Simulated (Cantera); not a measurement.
Ammonia decomposition in nitride growth gas

An isothermal, constant-pressure homogeneous reactor starts with NH3 : N2 : H2 = 1 : 0.35 : 0.074 (molar parts), at 1900 K and 0.132 atm.

Cantera simulation using the gas-phase N/H chemistry of the illustrative SiF4/NH3 mechanism in the Surface Chemkin manual (1991); the numbers are that mechanism's predictions, not measurements. Walls and surfaces, which speed up NH3 decomposition in real reactors, are not modelled.

| t (s) | x NH3 | x NH2 | x NH | x N2H2 | x H2 | x N2 |
|---|---|---|---|---|---|---|
| 5.00e-5 | 0.702 | 3.05e-5 | 1.00e-8 | 2.90e-9 | 0.0520 | 0.246 |
| 0.000146 | 0.702 | 8.92e-5 | 1.19e-7 | 3.53e-8 | 0.0520 | 0.246 |
| 0.000429 | 0.702 | 0.000256 | 1.00e-6 | 3.85e-7 | 0.0521 | 0.246 |
| 0.00126 | 0.701 | 0.000587 | 4.42e-6 | 2.58e-6 | 0.0526 | 0.246 |
| 0.00368 | 0.698 | 0.000697 | 5.98e-6 | 3.83e-6 | 0.0553 | 0.246 |
| 0.0108 | 0.688 | 0.000687 | 6.12e-6 | 3.76e-6 | 0.0634 | 0.248 |
| 0.0316 | 0.661 | 0.000659 | 6.39e-6 | 3.52e-6 | 0.0864 | 0.252 |
| 0.0926 | 0.590 | 0.000597 | 6.72e-6 | 2.96e-6 | 0.147 | 0.262 |
| 0.271 | 0.434 | 0.000478 | 6.63e-6 | 1.90e-6 | 0.280 | 0.286 |
| 0.795 | 0.205 | 0.000288 | 5.47e-6 | 7.13e-7 | 0.475 | 0.320 |
| 2.33 | 0.0378 | 9.15e-5 | 3.10e-6 | 9.45e-8 | 0.617 | 0.345 |
| 6.83 | 0.000820 | 5.77e-6 | 5.75e-7 | 7.46e-10 | 0.647 | 0.350 |
| 20.0 | 7.87e-5 | 5.98e-7 | 6.45e-8 | 8.47e-12 | 0.648 | 0.350 |
x: mole fraction; the columns are a selection and need not sum to one.

Equilibrium at this temperature and pressure: NH3 9.81e-7, NH2 7.46e-9, NH 8.06e-10, N2H2 <1e-12, H2 0.648, N2 0.350 (gas phase only).
